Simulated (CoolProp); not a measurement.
Computed with CoolProp (reference Helmholtz-energy equation of state, Tillner-Roth 1994).

Problem. For R134a, give the phase and the Z, speed of sound (m/s), Joule-Thomson coefficient (K/MPa), expansivity (1/kK) at 20.15 °C and 0.203 MPa; 20.15 °C and 1.62 MPa; 20.15 °C and 1.83 MPa.

Solution. 
- 20.15 °C and 0.203 MPa: gas; Z 0.955, speed of sound 157, Joule-Thomson coefficient 23.5, expansivity 4.03
- 20.15 °C and 1.62 MPa: liquid; Z 0.0551, speed of sound 540, Joule-Thomson coefficient -0.0742, expansivity 2.98
- 20.15 °C and 1.83 MPa: liquid; Z 0.0622, speed of sound 542, Joule-Thomson coefficient -0.0775, expansivity 2.96
